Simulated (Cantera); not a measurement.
Cantera run:

```python
import numpy as np
import cantera as ct

gas_names = """
    CL CL2 H HCL H2 Si SiCL SiCL2 SiCL3 SiCL4 SiH SiHCL3 SiH2 SiH2CL2 SiH3 SiH3CL SiH4 Si2 Si3
""".split()
cond_names = """
    Si(cr) Si(L)
""".split()


# ... load() reads the species with a 1 bar reference pressure and builds the phases ...
atoms = {
    'SiCl4': {'Si': 1, 'CL': 4},
    'Cl2': {'CL': 2},
    'H2': {'H': 2},
    'HCl': {'H': 1, 'CL': 1},
}
top_T = {}  # K; cautious upper limits of use, not melting points


# ... equilibrate(T, P, feed) seeds the gas with the atoms and calls Mixture.equilibrate('TP', solver="vcs", rtol=1e-11, max_steps=5000) ...
results = []
feed = {'SiCl4': 1, 'Cl2': 1.2, 'H2': 1.8, 'HCl': 0.97}  # mol
P = 92000  # Pa
for T in [700, 775, 850, 925, 1000, 1075, 1150, 1225, 1300, 1375]:
    mix = equilibrate(T, P, feed)
    results.append((T, P, feed, dict(zip(mix.species_names, mix.species_moles))))

top = {s: max(r[3][s] / sum(r[3][g] for g in gas_names) for r in results) for s in gas_names}
cols = sorted((s for s in top if top[s] > 1e-06), key=lambda s: -top[s])[:8]
seen = [c for c in cond_names if any(r[3].get(c, 0) > 1e-12 for r in results)]
print("log10 of partial pressures in bar; condensed amounts in mol")
print(f"{'T/K':>10s}" + "".join(f"{s[:9]:>10s}" for s in cols + seen))
for T, P, feed, n in results:
    ng = sum(n[g] for g in gas_names)
    print(f"{T:10.4g}" + "".join(f"{np.log10(max(n[s] / ng * P / 1e5, 1e-99)):10.3f}" for s in cols)
          + "".join(f"{n.get(c, 0):10.4g}" for c in seen))
```

Result:

```
log10 of partial pressures in bar; condensed amounts in mol
       T/K       HCL     SiCL4        H2     SiCL3    SiHCL3     SiCL2        CL   SiH2CL2
       700    -0.205    -0.733    -0.954    -8.856    -5.172   -14.462   -13.275   -10.792
       775    -0.205    -0.733    -0.955    -7.580    -4.671   -12.275   -11.708    -9.723
       850    -0.205    -0.733    -0.955    -6.532    -4.262   -10.481   -10.414    -8.848
       925    -0.205    -0.733    -0.955    -5.658    -3.923    -8.984    -9.328    -8.120
      1000    -0.205    -0.733    -0.955    -4.918    -3.636    -7.718    -8.402    -7.505
      1075    -0.205    -0.734    -0.956    -4.283    -3.391    -6.633    -7.604    -6.980
      1150    -0.204    -0.735    -0.957    -3.734    -3.180    -5.695    -6.908    -6.527
      1225    -0.204    -0.736    -0.960    -3.256    -2.998    -4.877    -6.296    -6.134
      1300    -0.203    -0.740    -0.964    -2.837    -2.842    -4.161    -5.751    -5.794
      1375    -0.202    -0.747    -0.971    -2.472    -2.711    -3.534    -5.263    -5.505
```

These are equilibrium values from Cantera (NASA tables, ideal gas, pure condensed phases), not measurements of a reactor. The tables' values for SiCl3 are old estimates; treat these amounts as uncertain.
